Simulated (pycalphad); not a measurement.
Source of the numbers: pycalphad with the COST 507 light-alloy database (1999); pressure 1 atm. The data set is of 1999 and partly superseded. Diffusion is slow at the low end, where real alloys seldom reach equilibrium.

# Ti-4.333Hf-3.139B (wt.%): equilibrium cooling sequence

| T (K) | phases above | phases below |
|---|---|---|
| 1915.8 | liquid | BM + liquid |
| 1814.2 | BM + liquid | bcc + BM |
| 1145.8 | bcc + BM | bcc + BM + hcp |
| 1142.5 | bcc + BM + hcp | BM + hcp |

Changes were sought between steps of 50 K, so a narrower field can be missed.

Database names, with the compositions (at.%) that they take in these runs: BM: Ti 50 B 50.
